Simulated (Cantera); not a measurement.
What does this Cantera script print?

```python
import numpy as np
import cantera as ct

gas_names = """
    O2 CL2
""".split()
cond_names = """
    Ca(b) CaCL2(s) CaO(s)
""".split()


def load(file, names, dense=False):
    # The tables refer to 1 bar. Condensed volumes are neglected.
    table = {s.name: s for s in ct.Species.list_from_file(file)}
    out = []
    for n in names:
        d = dict(table[n].input_data)
        d["thermo"] = dict(d["thermo"], **{"reference-pressure": 1e5})
        if dense:
            d["equation-of-state"] = {"model": "constant-volume", "density": "1e6 g/cm^3"}
        out.append(ct.Species.from_dict(d))
    return out


species = {s.name: s for s in load("nasa_gas.yaml", gas_names) + load("nasa_condensed.yaml", cond_names)}
T = 975
g = {n: (s.thermo.h(T) - T * s.thermo.s(T)) / (ct.gas_constant * T * np.log(10)) for n, s in species.items()}
valid = cond_names  # the entries whose range holds T


def stable(la, lb):
    # potentials (over RT ln 10) of the two non-metals from log10 p(O2) and log10 p(CL2) in bar
    mu = {}
    mu["O"] = (g["O2"] + la) / 2
    mu["Cl"] = (g["CL2"] + lb) / 2
    cost = {}
    for n in valid:
        c = species[n].composition
        cost[n] = (g[n] - sum(c.get(e, 0) * m for e, m in mu.items())) / c["Ca"]
    return min(cost, key=cost.get)


results = []
for lb in [0, -1.8, -3.6, -5.4, -7.2, -9, -10.8, -12.6, -14.4, -16.2, -18]:
    row = [stable(la, lb) for la in [-31, -29.4, -27.7, -26.1, -24.5, -22.8, -21.2, -19.6, -17.9, -16.3, -14.7, -13.1, -11.4, -9.8, -8.2, -6.5, -4.9, -3.3, -1.6, 0]]
    results.append(row)
    print(f"{lb:6.1f}  " + " ".join(f"{valid.index(n):x}" for n in row))
print("key: " + ", ".join(f"{i:x} {n}" for i, n in enumerate(valid)))
```

Output:

```
   0.0  1 1 1 1 1 1 1 1 1 1 1 1 1 1 1 1 1 1 1 1
  -1.8  1 1 1 1 1 1 1 1 1 1 1 1 1 1 1 1 1 1 1 1
  -3.6  1 1 1 1 1 1 1 1 1 1 1 1 1 1 1 1 1 1 1 1
  -5.4  1 1 1 1 1 1 1 1 1 1 1 1 1 1 1 1 1 1 1 1
  -7.2  1 1 1 1 1 1 1 1 1 1 1 1 1 1 1 1 1 1 2 2
  -9.0  1 1 1 1 1 1 1 1 1 1 1 1 1 1 1 1 2 2 2 2
 -10.8  1 1 1 1 1 1 1 1 1 1 1 1 1 1 2 2 2 2 2 2
 -12.6  1 1 1 1 1 1 1 1 1 1 1 2 2 2 2 2 2 2 2 2
 -14.4  1 1 1 1 1 1 1 1 1 2 2 2 2 2 2 2 2 2 2 2
 -16.2  1 1 1 1 1 1 1 2 2 2 2 2 2 2 2 2 2 2 2 2
 -18.0  1 1 1 1 1 2 2 2 2 2 2 2 2 2 2 2 2 2 2 2
key: 0 Ca(b), 1 CaCL2(s), 2 CaO(s)
```

Cantera with NASA thermochemical tables; ideal gases at 1 bar, condensed phases pure. Not in the tables: oxide halides.
